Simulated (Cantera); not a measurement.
What does this Cantera script print?

```python
import numpy as np
import cantera as ct

gas_names = """
    Br Br2 H HBr HNO HNO2 HNO3 HO2 H2 H2O H2O2 N NH NH2 NH3 NH2OH NO NO2 NO3 N2 N2H2 N2H4 N2O O OH O2 O3
""".split()
cond_names = """
    Br2(cr) Br2(L) H2O(s) H2O(L)
""".split()


# ... load() reads the species with a 1 bar reference pressure and builds the phases ...
atoms = {
    'HBr': {'H': 1, 'Br': 1},
    'O2': {'O': 2},
    'H2': {'H': 2},
    'N2': {'N': 2},
}
top_T = {}  # K; cautious upper limits of use, not melting points


# ... equilibrate(T, P, feed) seeds the gas with the atoms and calls Mixture.equilibrate('TP', solver="vcs", rtol=1e-11, max_steps=5000) ...
results = []
feed = {'HBr': 1, 'O2': 0.023, 'H2': 16, 'N2': 0.067}  # mol
P = 80000  # Pa
for T in [1300, 1450, 1600, 1750, 1900, 2050, 2200]:
    mix = equilibrate(T, P, feed)
    results.append((T, P, feed, dict(zip(mix.species_names, mix.species_moles))))

top = {s: max(r[3][s] / sum(r[3][g] for g in gas_names) for r in results) for s in gas_names}
cols = sorted((s for s in top if top[s] > 0.001), key=lambda s: -top[s])[:9]
seen = [c for c in cond_names if any(r[3].get(c, 0) > 1e-12 for r in results)]
print("log10 of partial pressures in bar; condensed amounts in mol")
print(f"{'T/K':>10s}" + "".join(f"{s[:9]:>10s}" for s in cols + seen))
for T, P, feed, n in results:
    ng = sum(n[g] for g in gas_names)
    print(f"{T:10.4g}" + "".join(f"{np.log10(max(n[s] / ng * P / 1e5, 1e-99)):10.3f}" for s in cols)
          + "".join(f"{n.get(c, 0):10.4g}" for c in seen))
```

It prints:

```
log10 of partial pressures in bar; condensed amounts in mol
       T/K        H2       HBr         H        Br        N2       H2O
      1300    -0.126    -1.329    -6.019    -4.841    -2.503    -2.666
      1450    -0.126    -1.330    -5.087    -4.204    -2.503    -2.666
      1600    -0.126    -1.331    -4.328    -3.685    -2.503    -2.666
      1750    -0.126    -1.334    -3.697    -3.255    -2.503    -2.667
      1900    -0.127    -1.342    -3.164    -2.896    -2.504    -2.667
      2050    -0.127    -1.355    -2.708    -2.596    -2.504    -2.668
      2200    -0.129    -1.376    -2.314    -2.345    -2.506    -2.669
```

Equilibrium computed with Cantera from the NASA thermochemical tables; the gas is ideal and each condensed phase is pure.
